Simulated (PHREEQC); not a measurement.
Metal-bearing waste water (model solution)

Consider water at 48 °C with 0.029 mol/kgw NiSO4, 0.00078 mol/kgw ZnCl2 and 8.7e-05 mol/kgw NaH2PO4. Closed to the air; pH follows from the charge balance.

The numbers come from PHREEQC with the ion-association model, wateq4f.dat.

The pH is 5.58 and the ionic strength is 0.0721 mol/kgw.

```
species     molality  activity   log γ
----------  --------  --------  ------
Ni+2          0.0178   0.00700  -0.405
SO4-2         0.0174   0.00694  -0.398
NiSO4         0.0112    0.0114   0.007
Cl-          0.00153   0.00120  -0.108
Zn+2        0.000409  0.000174  -0.372
ZnSO4       0.000328  0.000333   0.007
Na+          8.37e-5   6.65e-5  -0.100
H2PO4-       8.26e-5   6.61e-5  -0.096
Zn(SO4)2-2   4.05e-5   1.60e-5  -0.405
```

No solid was allowed to form. Species that the database lacks are ignored. H3PO4, which wateq4f.dat lacks, is added to it with the constant of phreeqc.dat. At this temperature some constants are extrapolated from 25 °C, and those without enthalpy data are left unchanged. The database has no phosphate complexes of Zn, Ni.
